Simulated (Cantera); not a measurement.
Feed: 1 mol SiCl4, 0.83 mol HCl, 0.48 mol H2, at 475 °C and 31000 Pa.

These are equilibrium values from Cantera (NASA tables, ideal gas, pure condensed phases), not measurements of a reactor. Candidate condensed phases: Si; 19 gas species. Equilibrium is a limit: real reactors are often held back by kinetics, nucleation or transport.

What is the equilibrium state?


```
Quantity                             Result
--------------------------------  ---------
x(SiCl4)                              0.433
x(HCl)                                0.359
x(H2)                                 0.208
x(SiHCl3)                          0.000110
gas amount                        2.310 mol
log10 activity of Si(s) (absent)     -11.11
```
